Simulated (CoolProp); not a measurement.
Values from CoolProp's reference Helmholtz-energy equation of state, Thol 2018.

Question: For hydrogen chloride, give the phase and the cv (kJ/(kg K)), speed of sound (m/s) at 67.25 °C and 0.249 MPa.

Answer: 
- 67.25 °C and 0.249 MPa: gas; cv 0.577, speed of sound 328
